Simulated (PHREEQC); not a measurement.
3.5 g of hydrous ferric oxide (600 m²/g; 0.2 weak and 0.005 strong sites per Fe, Dzombak-Morel constants, diffuse double layer) in 1 kg of water with 0.005 mol/kgw of an inert sodium salt and 0.00015 mol Na2SO4 and 0.0013 mol Ag2SO4, at 25 °C; the pH is set by adding NaOH or the inert anion's acid. O2 is buffered at 0.21 atm. No CO2 enters from the air. No solid was allowed to form.

Base run: PHREEQC, ion-association model, wateq4f.dat. Each further column changes one thing. The table gives Ag sorbed (%).

```csv
pH,base,no electrostatic term (-no_edl),background salt from 0.005 to 0.0005 mol/kgw,oxide from 3.5 to 18 g/kgw,0.002 mol/kgw CuCl2 added
3,0.0,0.0,0.0,0.1,0.0
3.5,0.1,0.0,0.2,0.7,0.0
4,0.7,0.0,0.9,4.1,0.0
4.5,2.4,0.0,2.7,13.6,0.0
5,5.0,0.2,5.2,26.1,0.1
5.5,6.9,1.4,7.1,35.7,0.3
6.5,12.7,8.5,12.8,56.1,2.9
7,24.1,16.9,24.4,73.4,7.3
7.5,46.0,41.9,46.5,88.2,15.4
8,70.3,70.3,70.8,95.7,28.1
8.5,87.2,86.2,87.5,98.6,44.9
9,95.4,92.5,95.5,99.5,63.0
```

The oxide is taken as insoluble; below pH 4 it would dissolve. In at least one series the solution becomes supersaturated in solids that the run did not let form, among them Cerargyrite. The database's constant for dissolved Cu(OH)2 is higher than later reviews accept.
